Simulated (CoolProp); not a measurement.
A single-stage vapour-compression cycle with R21: evaporating at 252.15 K (dew point), condensing at 308.15 K (bubble point), superheat 5 K, subcooling 0 K, compressor efficiency 0.7, no pressure losses. Each further row changes one setting.

Model: reference Helmholtz-energy equation of state, Platzer 1990, in CoolProp. This equation is an older, rougher fit; its heat capacities, sound speeds and derivatives of the liquid may be far off and weren't checked against measurements.

```
case                              cooling COP  pressure ratio  discharge temperature (K)  refrigerating effect (kJ/kg)  volumetric capacity (kJ/m³)
--------------------------------  -----------  --------------  -------------------------  ----------------------------  ---------------------------
as stated                                2.63            9.35                      384.8                           200                          264
evaporating temperature 257.15 K         2.99            7.31                      376.1                           202                          336
condensing temperature 303.15 K          2.94            7.96                      375.0                           205                          271
subcooling 5 K                           2.70            9.35                      384.8                           205                          271
superheat 15 K                           2.60            9.35                      397.1                           206                          261
compressor efficiency 0.6                2.25            9.35                      402.9                           200                          264
```
